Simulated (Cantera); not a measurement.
A perfectly stirred reactor is fed with 18.1 % H₂, 13.1 % O₂, 68.8 % N₂, equivalence ratio 0.69, at 500000 Pa; it is adiabatic with a 475 K inlet, and is followed from long to short residence time, starting on the burning branch (τ in s: 0.32, 0.13, 0.054, 0.022, 0.0092, 0.0038, 0.0016, 0.00064, 0.00026, 0.00011, 4.4e-05, 1.8e-05, 7.5e-06).

Cantera simulation using the H2/O2 subset of GRI-Mech 3.0, which has no nitrogen chemistry; the numbers are that mechanism's predictions, not measurements. The hydrogen kinetics of GRI-Mech 3.0 are dated; newer H2 mechanisms differ, most at raised pressure.

### Question
Predict: blow-out, bracketed by the residence times tried; x(H₂) at τ = 0.320 s; x(O₂) at τ = 0.320 s; x(O) at τ = 0.320 s; x(H₂O) at τ = 0.320 s; x(H₂O₂) at τ = 0.320 s; x(H₂) at τ = 1.60 ms; x(O₂) at τ = 1.60 ms; x(O) at τ = 1.60 ms; x(H₂O) at τ = 1.60 ms; x(H₂O₂) at τ = 1.60 ms.

### Answer
```json
{
  "blow_out_bracketed_by_the_residence_times_tried": "burning at 7.50 µs, the shortest tried",
  "x(H₂) at τ = 0.320 s": "5.09e-5",
  "x(O₂) at τ = 0.320 s": "0.0446",
  "x(O) at τ = 0.320 s": "2.20e-5",
  "x(H₂O) at τ = 0.320 s": "0.199",
  "x(H₂O₂) at τ = 0.320 s": "1.15e-7",
  "x(H₂) at τ = 1.60 ms": "0.000977",
  "x(O₂) at τ = 1.60 ms": "0.0445",
  "x(O) at τ = 1.60 ms": "0.000289",
  "x(H₂O) at τ = 1.60 ms": "0.197",
  "x(H₂O₂) at τ = 1.60 ms": "6.40e-7"
}
```
